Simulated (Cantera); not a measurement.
An adiabatic, constant-pressure homogeneous reactor starts with 5.46 % CH₄, 14.3 % O₂, 80.2 % N₂, at 1773 K and 660 Torr.

Cantera simulation using GRI-Mech 3.0 (53 species, 325 reactions); the numbers are that mechanism's predictions, not measurements.

Task: Predict: time of steepest temperature rise; temperature at 2.00 s; equilibrium temperature; x(O₂) at 2.00 s; x(H₂) at 2.00 s; x(N₂O) at 2.00 s; x(O) at 2.00 s.

Result: 
```
Item                                                                Result
---------------------------------  ---------------------------------------
time of steepest temperature rise                                 0.187 ms
temperature at 2.00 s                                               2611 K
equilibrium temperature                                             2611 K
x(O₂) at 2.00 s                      0.0335 (gas-phase equilibrium 0.0335)
x(H₂) at 2.00 s                    0.00546 (gas-phase equilibrium 0.00546)
x(N₂O) at 2.00 s                   5.75e-7 (gas-phase equilibrium 5.75e-7)
x(O) at 2.00 s                     0.00480 (gas-phase equilibrium 0.00480)
```
